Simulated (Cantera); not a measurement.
An adiabatic, constant-pressure homogeneous reactor starts with H₂ : O₂ : N₂ = 1 : 0.794 : 7.94 (molar parts), equivalence ratio 0.63, at 1450 K and 1200000 Pa. Integrator tolerance rtol = 1e-08.

Computed with Cantera and GRI-Mech 3.0 (53 species, 325 reactions). The hydrogen kinetics of GRI-Mech 3.0 are dated; newer H2 mechanisms differ, most at raised pressure. The pressure lies above the range GRI-Mech 3.0 was tuned for (to about 10 atm).

### Question
What does this change do: pressure from 1200000 Pa to 1000000 Pa?

### Answer
| quantity | before | after |
|---|---|---|
| time of steepest temperature rise | 3.45 µs | 3.94 µs |
| temperature at 4.00 s | 2159 K | 2159 K |
| equilibrium temperature | 2159 K | 2159 K |
| x(H₂) at 4.00 s | 0.000160 (gas-phase equilibrium 0.000160) | 0.000175 (gas-phase equilibrium 0.000175) |
| x(O₂) at 4.00 s | 0.0292 (gas-phase equilibrium 0.0292) | 0.0292 (gas-phase equilibrium 0.0292) |
| x(O) at 4.00 s | 0.000103 (gas-phase equilibrium 0.000103) | 0.000112 (gas-phase equilibrium 0.000112) |
| x(NO₂) at 4.00 s | 7.81e-6 (gas-phase equilibrium 7.81e-6) | 7.12e-6 (gas-phase equilibrium 7.12e-6) |
| x(HO₂) at 4.00 s | 2.26e-6 (gas-phase equilibrium 2.26e-6) | 2.15e-6 (gas-phase equilibrium 2.15e-6) |
| x(OH) at 4.00 s | 0.00143 (gas-phase equilibrium 0.00143) | 0.00150 (gas-phase equilibrium 0.00150) |

### Question
What does this change do: initial temperature 1450 to 1123 K?

### Answer
```tsv
quantity	before	after
time of steepest temperature rise	3.45 µs	1.07 ms
temperature at 4.00 s	2159 K	1864 K
equilibrium temperature	2159 K	1862 K
x(H₂) at 4.00 s	0.000160 (gas-phase equilibrium 0.000160)	1.71e-5 (gas-phase equilibrium 1.68e-5)
x(O₂) at 4.00 s	0.0292 (gas-phase equilibrium 0.0292)	0.0312 (gas-phase equilibrium 0.0307)
x(O) at 4.00 s	0.000103 (gas-phase equilibrium 0.000103)	1.12e-5 (gas-phase equilibrium 1.09e-5)
x(NO₂) at 4.00 s	7.81e-6 (gas-phase equilibrium 7.81e-6)	3.00e-6 (gas-phase equilibrium 5.98e-6)
x(HO₂) at 4.00 s	2.26e-6 (gas-phase equilibrium 2.26e-6)	7.30e-7 (gas-phase equilibrium 7.13e-7)
x(OH) at 4.00 s	0.00143 (gas-phase equilibrium 0.00143)	0.000349 (gas-phase equilibrium 0.000343)
```
